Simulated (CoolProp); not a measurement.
Dimethyl carbonate along the isobar 2.84 MPa: density (kg/m³) from the reference equation and from simpler models built on Tc = 557.0 K, pc = 4.909 MPa, ω = 0.346; each cubic takes its own stable root.

Computed with CoolProp (reference Helmholtz-energy equation of state, Zhou 2011).

```tsv
T (K)	phase	reference
360.3	liquid	982.3
377.1	liquid	958.5
393.9	liquid	933.9
410.6	liquid	908.6
427.4	liquid	882.0
444.1	liquid	854.1
460.9	liquid	823.9
477.7	liquid	791.0
494.4	liquid	753.9
511.2	liquid	708.9
528	gas	84.72
544.7	gas	76.84
561.5	gas	71.10
578.2	gas	66.61
595	gas	62.90
```

Problem. How far does each simpler model (van der Waals, Redlich-Kwong, Soave-Redlich-Kwong, Peng-Robinson) lie from the reference over these 15 states: mean and median of the absolute difference, and the worst?

Solution. 
- van der Waals: mean 35.1 %, median 41.0 %, worst -88.2 % at 511.2 K and 2.84 MPa
- Redlich-Kwong: mean 16.2 %, median 15.0 %, worst -87.2 % at 511.2 K and 2.84 MPa
- Soave-Redlich-Kwong: mean 8.5 %, median 10.5 %, worst -17.8 % at 511.2 K and 2.84 MPa
- Peng-Robinson: mean 1.9 %, median 1.5 %, worst -6.9 % at 511.2 K and 2.84 MPa

At some of these states van der Waals, Redlich-Kwong gives the other phase, because its saturation line lies elsewhere.
